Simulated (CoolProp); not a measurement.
A Linde-Hampson liquefier for ethane: isothermal reversible compression at 320 K from 1 atm to 5 MPa, throttling to 1 atm, return gas leaving the recuperator 0 K below the feed. Each further row changes one setting.

Computed with CoolProp (reference Helmholtz-energy equation of state, Bücker 2006).

```csv
case,liquid yield per pass,compression work (kJ/kg of gas)
as stated,?,315
high pressure 10 MPa,?,338
warm-end temperature 350 K,?,?
warm-end gap 5 K,0.165,315
```

Problem. Complete the blanks.

Solution. 
- as stated, liquid yield per pass: 0.175
- high pressure 10 MPa, liquid yield per pass: 0.433
- warm-end temperature 350 K, liquid yield per pass: 0.112
- warm-end temperature 350 K, compression work (kJ/kg of gas): 354
